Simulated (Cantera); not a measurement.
What does this Cantera script print?

```python
import numpy as np
import cantera as ct

gas = ct.Solution("gri30.yaml")
gas.TPX = 1773, 55000, {'C2H4': 1, 'H2': 3.6}
inlet = ct.Reservoir(gas, clone=True)

reactor = ct.IdealGasConstPressureReactor(gas, energy="off", clone=False)
exhaust = ct.Reservoir(gas, clone=True)
tau = [3.7, 1.2, 0.36, 0.11, 0.036, 0.011, 0.0036, 0.0011, 0.00035, 0.00011][0]
for a, b in ((inlet, reactor), (reactor, exhaust)):
    ct.MassFlowController(a, b, mdot=lambda t: reactor.mass / tau)
net = ct.ReactorNet([reactor])
show = ['C2H4', 'H2', 'H', 'CH3', 'C2H6']

rows = []
print(f"{'tau/s':>10s}{'T/K':>9s}" + "".join(f"{s:>11s}" for s in show))
for tau in [3.7, 1.2, 0.36, 0.11, 0.036, 0.011, 0.0036, 0.0011, 0.00035, 0.00011]:
    net.initial_time = 0.0
    net.advance(30 * tau)
    before = gas.X
    net.advance(40 * tau)
    drift = np.max(np.abs(gas.X - before) / (gas.X + 1e-9))
    rows.append([gas.T, *gas[show].X, drift])
    print(f"{tau:10.3e}{gas.T:9.1f}" + "".join(f"{x:11.3e}" for x in gas[show].X))
```

Output:

```
     tau/s      T/K       C2H4         H2          H        CH3       C2H6
 3.700e+00   1773.0  2.185e-03  8.128e-01  3.482e-04  1.006e-04  1.421e-06
 1.200e+00   1773.0  2.216e-03  8.131e-01  3.479e-04  9.667e-05  1.367e-06
 3.600e-01   1773.0  2.324e-03  8.140e-01  3.467e-04  8.463e-05  1.219e-06
 1.100e-01   1773.0  2.678e-03  8.159e-01  3.399e-04  5.790e-05  1.002e-06
 3.600e-02   1773.0  3.810e-03  8.179e-01  3.102e-04  2.839e-05  1.066e-06
 1.100e-02   1773.0  8.746e-03  8.184e-01  2.317e-04  1.112e-05  2.003e-06
 3.600e-03   1773.0  2.726e-02  8.156e-01  1.528e-04  5.022e-06  4.827e-06
 1.100e-03   1773.0  7.840e-02  8.068e-01  1.078e-04  2.739e-06  1.060e-05
 3.500e-04   1773.0  1.464e-01  7.950e-01  8.265e-05  1.679e-06  1.498e-05
 1.100e-04   1773.0  1.943e-01  7.866e-01  5.162e-05  7.960e-07  1.094e-05
```

Detailed kinetics in Cantera: GRI-Mech 3.0 (53 species, 325 reactions). GRI-Mech 3.0 was tuned for natural gas; its chemistry of ethylene as a main component is partial and can be far from experiment. GRI-Mech 3.0 stops at C3 and has no aromatics, soot or wall deposition, so with more carbon than oxygen in the feed, carbon stays in small species such as C2H2 where larger ones or solid carbon would form.
